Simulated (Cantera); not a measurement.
An adiabatic, constant-volume homogeneous reactor starts with CH4 : C2H6 : C3H8 : O2 : N2 = 1 : 0.28 : 1.3 : 21.1 : 79.2 (molar parts), equivalence ratio 0.45, at 1200 K and 10.0 bar. Integrator tolerance rtol = 1e-08.

Computed with Cantera and GRI-Mech 3.0 (53 species, 325 reactions). GRI-Mech 3.0 was tuned for natural gas; its chemistry of propane as a main component is partial and can be far from experiment.

Question: What does this change do: pressure from 10.0 bar to 11.0 bar?

Answer: 
```
quantity                                                              before                                      after
---------------------------------  -----------------------------------------  -----------------------------------------
time of steepest temperature rise                                   0.831 ms                                   0.777 ms
temperature at 4.00 s                                                 2384 K                                     2385 K
equilibrium temperature                                               2384 K                                     2385 K
x(CH4) at 4.00 s                       <1e-12 (gas-phase equilibrium <1e-12)      <1e-12 (gas-phase equilibrium <1e-12)
x(C2H6) at 4.00 s                      <1e-12 (gas-phase equilibrium <1e-12)      <1e-12 (gas-phase equilibrium <1e-12)
x(C3H8) at 4.00 s                      <1e-12 (gas-phase equilibrium <1e-12)      <1e-12 (gas-phase equilibrium <1e-12)
x(CO) at 4.00 s                    0.000691 (gas-phase equilibrium 0.000691)  0.000662 (gas-phase equilibrium 0.000662)
x(C2H2) at 4.00 s                      <1e-12 (gas-phase equilibrium <1e-12)      <1e-12 (gas-phase equilibrium <1e-12)
x(C2H) at 4.00 s                       <1e-12 (gas-phase equilibrium <1e-12)      <1e-12 (gas-phase equilibrium <1e-12)
x(NO) at 4.00 s                        0.0128 (gas-phase equilibrium 0.0128)      0.0128 (gas-phase equilibrium 0.0128)
```

Question: What does this change do: initial temperature 1200 to 1150 K?

Answer: 
```tsv
quantity	before	after
time of steepest temperature rise	0.831 ms	1.78 ms
temperature at 4.00 s	2384 K	2346 K
equilibrium temperature	2384 K	2346 K
x(CH4) at 4.00 s	<1e-12 (gas-phase equilibrium <1e-12)	<1e-12 (gas-phase equilibrium <1e-12)
x(C2H6) at 4.00 s	<1e-12 (gas-phase equilibrium <1e-12)	<1e-12 (gas-phase equilibrium <1e-12)
x(C3H8) at 4.00 s	<1e-12 (gas-phase equilibrium <1e-12)	<1e-12 (gas-phase equilibrium <1e-12)
x(CO) at 4.00 s	0.000691 (gas-phase equilibrium 0.000691)	0.000546 (gas-phase equilibrium 0.000546)
x(C2H2) at 4.00 s	<1e-12 (gas-phase equilibrium <1e-12)	<1e-12 (gas-phase equilibrium <1e-12)
x(C2H) at 4.00 s	<1e-12 (gas-phase equilibrium <1e-12)	<1e-12 (gas-phase equilibrium <1e-12)
x(NO) at 4.00 s	0.0128 (gas-phase equilibrium 0.0128)	0.0119 (gas-phase equilibrium 0.0119)
```
